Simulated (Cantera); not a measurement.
# Ignition delay

Mixture: 7.48 % CH4, 19.4 % O2, 73.1 % N2, equivalence ratio 0.77, at 101000 Pa, adiabatic and at constant pressure. Ignition delay is the time to a rise of 400 K.

Detailed kinetics in Cantera: GRI-Mech 3.0 (53 species, 325 reactions).

```csv
T0 (K),delay (ms)
1225,27.7
1325,7.39
1425,2.29
1525,0.831
1625,0.355
1725,0.173
1825,0.0933
1925,0.0544
2025,0.0338
```

| Item | Value |
|---|---|
| apparent activation energy between 1825 and 2025 K | 160 kJ/mol |
